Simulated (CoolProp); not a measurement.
A simple Rankine cycle with c-C4F8 (RC318): condensing at 324.15 K, boiler at 2.03 MPa, turbine inlet 387.7 K, turbine efficiency 0.85, pump efficiency 0.7, no recuperator. Each further row changes one setting.

Model: reference Helmholtz-energy equation of state, Platzer 1990, in CoolProp. This equation is an older, rougher fit; its heat capacities, sound speeds and derivatives of the liquid may be far off and weren't checked against measurements.

```csv
case,thermal efficiency (%),net work (kJ/kg),heat in (kJ/kg),turbine exit temperature (K),volume ratio over the turbine
as stated,7.7,10.3,134,359.5,3.69
turbine inlet 407.7 K,…,11.6,156,382.1,3.44
condensing temperature 316.15 K,…,12.6,…,…,…
boiler pressure 1.42 MPa,5.5,7.87,…,371.1,…
turbine efficiency 0.75,…,8.89,134,361.0,3.71
```

### Question
Complete the blanks.

### Answer

- turbine inlet 407.7 K, thermal efficiency (%): 7.5
- condensing temperature 316.15 K, thermal efficiency (%): 8.8
- condensing temperature 316.15 K, heat in (kJ/kg): 143
- condensing temperature 316.15 K, turbine exit temperature (K): 355.4
- condensing temperature 316.15 K, volume ratio over the turbine: 4.64
- boiler pressure 1.42 MPa, heat in (kJ/kg): 142
- boiler pressure 1.42 MPa, volume ratio over the turbine: 2.30
- turbine efficiency 0.75, thermal efficiency (%): 6.6
